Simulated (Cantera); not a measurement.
Thermodynamics of tantalum, niobium, vanadium and zirconium in process gases, feed V + O2 + H2 + N2

Feed: 1 mol V, 0.19 mol O2, 12 mol H2, 5.6 mol N2, at 1500 Pa.

These are equilibrium values from Cantera (NASA tables, ideal gas, pure condensed phases), not measurements of a reactor. Candidate condensed phases: H2O, V, VN, VO, V2O3, V2O4, V2O5; 28 gas species. Each liquid is taken as pure. Mutual solubility and eutectic melting of coexisting phases are not modelled. VN, VO: taken at fixed stoichiometry. Condensed phases not in the tables: solid solutions among these carbides, nitrides and lower oxides, V2N, N, O or C dissolved in the metal. The numbers say what is thermodynamically allowed, not how fast it happens.

| T (°C) | x H2 | x N2 | x H | x V | x VO | x VO2 | x H2O | n VN(s) | n VO(s) | n V(s) | n VO(l) | n V(l) |
|---|---|---|---|---|---|---|---|---|---|---|---|---|
| 1527 | 0.692 | 0.305 | 0.00243 | 8.63e-7 | 4.06e-6 | 1.36e-6 | 0.000489 | 0.628 | 0.371 | 0 | 0 | 0 |
| 1602 | 0.690 | 0.305 | 0.00445 | 5.81e-6 | 1.63e-5 | 3.61e-6 | 0.000430 | 0.627 | 0.372 | 0 | 0 | 0 |
| 1677 | 0.687 | 0.305 | 0.00776 | 3.37e-5 | 5.85e-5 | 8.85e-6 | 0.000381 | 0.626 | 0.372 | 0 | 0 | 0 |
| 1752 | 0.683 | 0.304 | 0.0130 | 0.000171 | 0.000190 | 2.01e-5 | 0.000338 | 0.623 | 0.370 | 0 | 0 | 0 |
| 1827 | 0.663 | 0.314 | 0.0207 | 0.000647 | 0.000531 | 4.55e-5 | 0.000332 | 0 | 0 | 0.615 | 0.363 | 0 |
| 1902 | 0.652 | 0.312 | 0.0322 | 0.00174 | 0.00131 | 0.000111 | 0.000400 | 0 | 0 | 0.598 | 0.345 | 0 |
| 1977 | 0.636 | 0.308 | 0.0483 | 0.00423 | 0.00302 | 0.000263 | 0.000486 | 0 | 0 | 0 | 0.307 | 0.557 |
| 2052 | 0.611 | 0.302 | 0.0702 | 0.00958 | 0.00658 | 0.000594 | 0.000580 | 0 | 0 | 0 | 0.225 | 0.464 |
| 2127 | 0.574 | 0.291 | 0.0984 | 0.0206 | 0.0136 | 0.00127 | 0.000669 | 0 | 0 | 0 | 0.0561 | 0.262 |
| 2202 | 0.534 | 0.281 | 0.134 | 0.0329 | 0.0161 | 0.00118 | 0.000577 | 0 | 0 | 0 | 0 | 0 |
| 2277 | 0.497 | 0.274 | 0.180 | 0.0322 | 0.0155 | 0.00119 | 0.000653 | 0 | 0 | 0 | 0 | 0 |
| 2352 | 0.453 | 0.266 | 0.233 | 0.0315 | 0.0148 | 0.00119 | 0.000714 | 0 | 0 | 0 | 0 | 0 |
x: gas mole fraction; n: condensed amount in mol.

From 1527 °C to 1752 °C the condensed part is VN(s) + VO(s). From 1827 °C to 1902 °C the condensed part is V(s) + VO(l). From 1977 °C to 2127 °C the condensed part is V(l) + VO(l). From 2202 °C to 2352 °C nothing is condensed. The main V-bearing gas is VO at 1527 °C and V at 2352 °C.
